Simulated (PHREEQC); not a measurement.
Make-up at 25 °C: 53 mmol/kgw CuSO4, 0.49 mmol/kgw H2SO4 and 120 mmol/kgw NaCl. Closed to the air; pH follows from the charge balance.

Computed with PHREEQC (ion-association model, phreeqc.dat).

Precipitation was switched off in this run.

Problem. Estimate the pH, specific conductance, ionic strength.

Solution. pH 3.39; specific conductance 16700 µS/cm; ionic strength 0.250 mol/kgw.

Problem. In which forms is S present?

Solution. SO4-2 59 %, CuSO4 31 %, NaSO4- 9.2 %, HSO4- 0.9 % of the S.
